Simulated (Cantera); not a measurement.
# Equilibrium for fluorocarbon and chlorocarbon gases: CF4 + Si + H2

Feed: 1 mol CF4, 0.79 mol Si, a varied amount of H2, held at 1330 Pa.

Equilibrium computed with Cantera from the NASA thermochemical tables; the gas is ideal and each condensed phase is pure. Candidate condensed phases: C, C6H6, C7H8, C8H18, Si, SiC; 113 gas species. The tables' values for SiF2, SiF3 are old estimates. Kinetics and transport are ignored.

Stable condensed phases:

```
T in K \ n(H2) in mol
         1.2 1.7 2.4 3.5   5 7.3  11
   2998    A   A   A   A   B   B   B
   2948    A   A   A   A   A   B   B
   2898    A   A   A   A   A   B   B
   2848    A   A   A   A   A   A   B
   2798    A   A   A   A   A   A   A
   2748    A   A   A   A   A   A   A
   2698    A   A   A   A   A   A   A
   2648    A   A   A   A   A   A   A
   2598    A   A   A   A   A   A   A
   2548    A   A   A   A   A   A   A
   2498    A   A   A   A   A   A   A
   2448    A   A   A   A   A   A   A
```

A: C; B: gas only.
